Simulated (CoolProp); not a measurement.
Vapour-liquid equilibrium of toluene (1) + n-dodecane (2) at 172.65 °C; x and y are mole fractions of (1).

Values from CoolProp's multi-fluid Helmholtz-energy mixture model, Lemmon 2006 and Lemmon 2004; pair parameters Bell 2016.

Question: Give the bubble pressure and the first vapour's composition at x = 0.125, 0.2, 0.35. Is there an azeotrope?

Answer: x = 0.125: 0.7123 bar, y = 0.602; x = 0.2: 0.9882 bar, y = 0.735; x = 0.35: 1.592 bar, y = 0.864. No azeotrope shows between x = 0.05 and 0.95.

The pair parameters rest on a limited set of measurements; away from them the model extrapolates.
